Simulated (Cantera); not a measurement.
Gas activation for diamond growth

An isothermal, constant-pressure homogeneous reactor starts with CH4 : H2 : CO2 = 0.0095 : 1 : 0.019 (molar parts), at 2925 K and 0.0132 atm.

Cantera simulation using GRI-Mech 3.0 (53 species, 325 reactions); the numbers are that mechanism's predictions, not measurements. Radical loss at walls, strong at low pressure, is not modelled.

| t (s) | x CH4 | x H2 | x CO2 | x C2H6 | x O | x CH3 |
|---|---|---|---|---|---|---|
| 5.00e-6 | 0.00904 | 0.972 | 0.0185 | 3.73e-10 | 4.11e-8 | 0.000191 |
| 2.20e-5 | 0.00873 | 0.971 | 0.0184 | 1.04e-8 | 4.42e-8 | 0.000496 |
| 9.68e-5 | 0.00786 | 0.964 | 0.0176 | 7.45e-8 | 1.18e-7 | 0.00129 |
| 0.000426 | 0.00525 | 0.933 | 0.00870 | 1.93e-7 | 2.40e-6 | 0.00291 |
| 0.00188 | 0.000847 | 0.892 | 4.86e-5 | 1.17e-8 | 1.74e-5 | 0.00106 |
| 0.00826 | 0.000104 | 0.856 | 4.05e-5 | 2.69e-10 | 3.36e-5 | 0.000216 |
| 0.0363 | 2.57e-10 | 0.757 | 3.25e-5 | <1e-12 | 0.000109 | 1.16e-9 |
| 0.160 | <1e-12 | 0.526 | 2.76e-5 | <1e-12 | 0.000694 | 1.17e-11 |
| 0.704 | <1e-12 | 0.351 | 2.09e-5 | <1e-12 | 0.00174 | 1.34e-12 |
| 3.10 | <1e-12 | 0.341 | 2.04e-5 | <1e-12 | 0.00183 | 1.17e-12 |
| 13.6 | <1e-12 | 0.341 | 2.04e-5 | <1e-12 | 0.00183 | 1.17e-12 |
| 60.0 | <1e-12 | 0.341 | 2.04e-5 | <1e-12 | 0.00183 | 1.17e-12 |
x: mole fraction; the columns are a selection and need not sum to one.

Equilibrium at this temperature and pressure: CH4 <1e-12, H2 0.341, CO2 2.04e-5, C2H6 <1e-12, O 0.00183, CH3 1.19e-12 (gas phase only).
